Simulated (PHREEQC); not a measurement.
# Copper plating or etch bath

Make-up at 5 °C: 0.0018 mol CuSO4 and 0.077 mol HNO3 per kg of water. Closed to the air; pH follows from the charge balance.

The numbers come from PHREEQC with the ion-association model, phreeqc.dat.

No solid was allowed to form.

### Question
Predict the pH, specific conductance.

### Answer
pH 1.20; specific conductance 16100 µS/cm.

### Question
In which forms is Cu present?

### Answer
Cu+2 98 %, CuSO4 1.7 % of the Cu.

Away from 25 °C the constants follow the database's enthalpies or fits; those with neither stay at their 25 °C values.
